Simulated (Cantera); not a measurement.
A freely propagating, adiabatic, planar premixed flame of H2 : O2 : N2 = 1 : 0.333 : 1.25 (molar parts), equivalence ratio 1.5, unburnt at 423 K and 2.17 atm; multicomponent transport, grid criteria slope 0.08 and curve 0.16, no radiation.

Detailed kinetics in Cantera: the H2/O2 subset of GRI-Mech 3.0, which has no nitrogen chemistry. The hydrogen kinetics of GRI-Mech 3.0 are dated; newer H2 mechanisms differ, most at raised pressure. Burning velocities carry a grid error of a few per cent, more on coarse grids.

x: mole fraction of selected species; z is measured from the peak of heat release.

```csv
z (mm),T (K),u (m/s),x H2,x O2,x H2O,x H,x O,x HO2
-0.411,423,5.18,0.387,0.129,<1e-8,<1e-8,<1e-8,<1e-8
-0.274,423,5.18,0.387,0.129,<1e-8,<1e-8,<1e-8,<1e-8
-0.205,423,5.18,0.387,0.129,<1e-8,<1e-8,<1e-8,<1e-8
-0.137,423,5.18,0.387,0.129,___,<1e-8,<1e-8,___
-0.0685,447,5.44,0.382,0.130,0.000609,1.44e-5,3.46e-6,0.000218
-0.0342,739,8.72,0.346,0.123,0.0231,0.00390,0.000225,0.000498
0,1203,13.7,0.261,0.0910,0.0978,0.0275,0.00252,0.000186
0.0342,1532,17.2,0.172,0.0403,0.195,0.0554,0.00510,7.28e-5
0.0685,1699,19.0,0.134,0.0142,0.244,0.0644,0.00465,2.45e-5
0.137,1850,20.5,0.124,___,0.265,___,___,___
0.274,1990,21.8,0.129,0.00216,0.273,0.0441,0.00230,3.44e-6
0.548,2114,23.0,0.134,0.00118,0.280,0.0308,0.00129,1.87e-6
1.10,2211,23.9,0.138,0.000553,0.286,0.0202,0.000607,9.06e-7
```

Question: Some entries are withheld; supply them.

Answer: 
- -0.137, x H2O: 7.05e-7
- -0.137, x HO2: 2.12e-7
- 0.137, x O2: 0.00406
- 0.137, x H: 0.0580
- 0.137, x O: 0.00345
- 0.137, x HO2: 6.71e-6
